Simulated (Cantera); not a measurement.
A Cantera script and what it prints.

```python
import numpy as np
import cantera as ct

gas_names = [...]  # 109 gases of nasa_gas.yaml made of C, Cl, H, Si
cond_names = """
    C(gr) C6H6(L) C7H8(L) C8H18(L),n-octa Si(cr) Si(L) SiC(b)
""".split()


# ... load() reads the species with a 1 bar reference pressure and builds the phases ...
atoms = {
    'Si(CH3)4': {'Si': 1, 'C': 4, 'H': 12},
    'HCl': {'H': 1, 'CL': 1},
    'H2': {'H': 2},
    'C2H2': {'C': 2, 'H': 2},
}
top_T = {'C(gr)': 4500, 'SiC(b)': 3050}  # K; cautious upper limits of use, not melting points


# ... equilibrate(T, P, feed) seeds the gas with the atoms and calls Mixture.equilibrate('TP', solver="vcs", rtol=1e-11, max_steps=5000) ...
results = []
feed = {'Si(CH3)4': 1, 'HCl': 0.088, 'H2': 12, 'C2H2': 0.18}  # mol
T = 2075  # K
P = 64000  # Pa
mix = equilibrate(T, P, feed)
results.append((T, P, feed, dict(zip(mix.species_names, mix.species_moles))))
print(gas.report(threshold=0.0001))
for i in range(1, mix.n_phases):
    print(f"{mix.phase(i).name:16s} {mix.phase_moles(i):12.5e} mol")
```

Result:

```
       temperature   2075 K
          pressure   64000 Pa
           density   0.0082064 kg/m^3
  mean mol. weight   2.2122 kg/kmol
   phase of matter   gas

                          1 kg             1 kmol
                     ---------------   ---------------
          enthalpy         2.539e+07        5.6168e+07  J
   internal energy        1.7591e+07        3.8915e+07  J
           entropy             87847        1.9434e+05  J/K
    Gibbs function       -1.5689e+08       -3.4708e+08  J
 heat capacity c_p             15586             34479  J/K
 heat capacity c_v             11827             26164  J/K

                      mass frac. Y      mole frac. X     chem. pot. / RT
                     ---------------   ---------------   ---------------
               CH4         0.0015956        0.00022001           -42.953
    C2H2,acetylene          0.014464         0.0012288           -25.743
                 H         0.0015098         0.0033135           -10.027
               HCL          0.078943         0.0047901           -37.572
                H2           0.90255           0.99038           -20.054
     [ +104 minor]        0.00094208        6.4687e-05

C(gr)             3.31115e+00 mol
Si(L)             0.00000e+00 mol
SiC(b)            9.99375e-01 mol
```

Cantera equilibrium calculation (NASA polynomials, part measured and part estimated; ideal gas, pure solids and liquids). Gases not in the tables: Si2H6 and higher silanes.
